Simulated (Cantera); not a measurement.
Feed: 1 mol CaO, 6.7 mol F₂, held at 1848 K.

Method: chemical equilibrium by Gibbs-energy minimisation in Cantera with the NASA 1993 tables (ideal gas, pure condensed phases). Candidate condensed phases: Ca, CaF₂, CaO; 13 gas species. Rates play no part.

x: gas mole fraction; n: condensed amount in mol.

| P (Pa) | x F | x CaF₂ | x O₂ | x O | n CaF₂(l) |
|---|---|---|---|---|---|
| 1 | 0.879 | 0.0771 | 0.0331 | 0.0109 | 0 |
| 6.80 | 0.882 | 0.0773 | 0.0365 | 0.00439 | 0 |
| 46 | 0.883 | 0.0775 | 0.0379 | 0.00172 | 0 |
| 320 | 0.883 | 0.0775 | 0.0384 | 0.000656 | 0 |
| 2200 | 0.930 | [?] | 0.0407 | [?] | [?] |
| 15000 | 0.952 | [?] | 0.0418 | [?] | 0.949 |
| 100000 | 0.947 | 0.000636 | 0.0423 | 3.90e-5 | 0.992 |

Q: What belongs in the gaps?

A: 
- 15000, x CaF₂: 0.00424
- 15000, x O: 0.000100
- 2200, x CaF₂: 0.0289
- 2200, x O: 0.000258
- 2200, n CaF₂(l): 0.645
